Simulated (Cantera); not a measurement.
A perfectly stirred reactor is fed with 0.236 % CH₄, 1.62 % O₂, 98.1 % N₂, at 5.00 bar; it is held at 1550 K, and followed from long to short residence time.

Computed with Cantera and GRI-Mech 3.0 (53 species, 325 reactions).

**Question.** Predict: x(CH₄) at τ = 5.90 s; x(O₂) at τ = 5.90 s; x(CO₂) at τ = 5.90 s; x(CH₄) at τ = 39.0 ms; x(O₂) at τ = 39.0 ms; x(C₂H₄) at τ = 39.0 ms; x(CH₂) at τ = 39.0 ms; x(CO₂) at τ = 39.0 ms.

**Answer.** 
```json
{
 "x(CH₄) at τ = 5.90 s": "1.70e-7",
 "x(O₂) at τ = 5.90 s": "0.0115",
 "x(CO₂) at τ = 5.90 s": "0.00235",
 "x(CH₄) at τ = 39.0 ms": "5.46e-6",
 "x(O₂) at τ = 39.0 ms": "0.0115",
 "x(C₂H₄) at τ = 39.0 ms": "3.54e-9",
 "x(CH₂) at τ = 39.0 ms": "5.57e-9",
 "x(CO₂) at τ = 39.0 ms": "0.00228"
}
```
